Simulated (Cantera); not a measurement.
# Thermodynamics of boron, boron nitride and boron oxide, feed B2H6 + H2O

Charge: 1 mol B2H6, 0.39 mol H2O, equilibrated at 4.95 Torr.

Method: chemical equilibrium by Gibbs-energy minimisation in Cantera with the NASA 1993 tables (ideal gas, pure condensed phases). Candidate condensed phases: B, B2O3, B3O3H3, H2O; 23 gas species. The feed counts by its element totals alone. Mutual solubility and eutectic melting of coexisting phases are not modelled. Equilibrium is a limit: real reactors are often held back by kinetics, nucleation or transport.

From 850 K to 1500 K the condensed part is B(s) + B2O3(l). The main B-bearing gas is B3O3H3 at 850 K and HBO at 1500 K.

```json
[
 {"T (K)": "850", "x H2": "1.000", "x HBO": "1.28e-7", "x B2O2": "2.98e-12", "x B2O3": "<1e-12", "x HBO2": "1.93e-10", "n B(s)": "1.74", "n B2O3(l)": "0.129"},
 {"T (K)": "900", "x H2": "1.000", "x HBO": "6.77e-7", "x B2O2": "5.44e-11", "x B2O3": "2.43e-12", "x HBO2": "1.49e-9", "n B(s)": "1.74", "n B2O3(l)": "0.129"},
 {"T (K)": "950", "x H2": "1.000", "x HBO": "2.98e-6", "x B2O2": "7.26e-10", "x B2O3": "4.06e-11", "x HBO2": "9.19e-9", "n B(s)": "1.74", "n B2O3(l)": "0.128"},
 {"T (K)": "1000", "x H2": "0.999", "x HBO": "1.12e-5", "x B2O2": "7.42e-9", "x B2O3": "5.08e-10", "x HBO2": "4.68e-8", "n B(s)": "1.74", "n B2O3(l)": "0.128"},
 {"T (K)": "1050", "x H2": "0.999", "x HBO": "3.72e-5", "x B2O2": "6.03e-8", "x B2O3": "4.94e-9", "x HBO2": "2.03e-7", "n B(s)": "1.74", "n B2O3(l)": "0.128"},
 {"T (K)": "1100", "x H2": "0.999", "x HBO": "0.000110", "x B2O2": "4.03e-7", "x B2O3": "3.88e-8", "x HBO2": "7.62e-7", "n B(s)": "1.74", "n B2O3(l)": "0.128"},
 {"T (K)": "1150", "x H2": "0.999", "x HBO": "0.000295", "x B2O2": "2.26e-6", "x B2O3": "2.52e-7", "x HBO2": "2.54e-6", "n B(s)": "1.74", "n B2O3(l)": "0.128"},
 {"T (K)": "1200", "x H2": "0.999", "x HBO": "0.000727", "x B2O2": "1.10e-5", "x B2O3": "1.39e-6", "x HBO2": "7.61e-6", "n B(s)": "1.74", "n B2O3(l)": "0.127"},
 {"T (K)": "1250", "x H2": "0.998", "x HBO": "0.00166", "x B2O2": "4.67e-5", "x B2O3": "6.68e-6", "x HBO2": "2.08e-5", "n B(s)": "1.74", "n B2O3(l)": "0.126"},
 {"T (K)": "1300", "x H2": "0.996", "x HBO": "0.00355", "x B2O2": "0.000177", "x B2O3": "2.82e-5", "x HBO2": "5.24e-5", "n B(s)": "1.73", "n B2O3(l)": "0.123"},
 {"T (K)": "1350", "x H2": "0.991", "x HBO": "0.00715", "x B2O2": "0.000604", "x B2O3": "0.000107", "x HBO2": "0.000122", "n B(s)": "1.73", "n B2O3(l)": "0.118"},
 {"T (K)": "1400", "x H2": "0.983", "x HBO": "0.0136", "x B2O2": "0.00188", "x B2O3": "0.000364", "x HBO2": "0.000268", "n B(s)": "1.72", "n B2O3(l)": "0.106"},
 {"T (K)": "1450", "x H2": "0.967", "x HBO": "0.0247", "x B2O2": "0.00541", "x B2O3": "0.00114", "x HBO2": "0.000551", "n B(s)": "1.70", "n B2O3(l)": "0.0819"},
 {"T (K)": "1500", "x H2": "0.938", "x HBO": "0.0426", "x B2O2": "0.0144", "x B2O3": "0.00329", "x HBO2": "0.00107", "n B(s)": "1.66", "n B2O3(l)": "0.0296"}
]
```
x: gas mole fraction; n: condensed amount in mol.
